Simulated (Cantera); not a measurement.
A freely propagating, adiabatic, planar premixed flame of H2 : O2 : N2 = 1 : 0.735 : 2.76 (molar parts), unburnt at 400 K and 5.00 bar; mixture-averaged transport, grid criteria slope 0.08 and curve 0.16, no radiation.

Cantera simulation using the H2/O2 subset of GRI-Mech 3.0, which has no nitrogen chemistry; the numbers are that mechanism's predictions, not measurements. The hydrogen kinetics of GRI-Mech 3.0 are dated; newer H2 mechanisms differ, most at raised pressure. Burning velocities carry a grid error of a few per cent, more on coarse grids. Lean hydrogen flames are cellular in practice and burn faster than this planar one.

Question: Predict: laminar burning velocity; thermal thickness; peak x(HO2); peak x(O); peak x(OH).

Answer: 
| Property | Result |
|---|---|
| laminar burning velocity | 111 cm/s |
| thermal thickness | 0.0656 mm |
| peak x(HO2) | 0.000811 |
| peak x(O) | 0.00353 |
| peak x(OH) | 0.00760 |
